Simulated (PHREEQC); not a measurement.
Solution (25 °C): 1.6 mmol/kgw SrCl2, 0.082 mmol/kgw CO2 and 25 mmol/kgw NaCl. Closed to the air; pH follows from the charge balance.

Equilibrium calculation in PHREEQC: Pitzer model, pitzer.dat.

Each row changes one thing in this solution. This is a speciation only: nothing precipitates in the calculation.

```tsv
case	pH	HCO3- (mol/kgw)	CO3-2 (mol/kgw)
as made	5.25	6.54e-6	1.01e-10
NaCl from 0.025 to 0.0025 mol/kgw	5.23	6.37e-6	6.85e-11
temperature from 25 to 30 °C	___	6.74e-6	1.12e-10
NaCl from 0.025 to 0.25 mol/kgw	___	7.50e-6	2.22e-10
NaCl left out	5.23	6.34e-6	6.30e-11
NaCl from 0.025 to 0.0225 mol/kgw	5.25	6.53e-6	9.85e-11
```

Problem. What belongs in the gaps?

Solution. 
- temperature from 25 to 30 °C, pH: 5.24
- NaCl from 0.025 to 0.25 mol/kgw, pH: 5.22
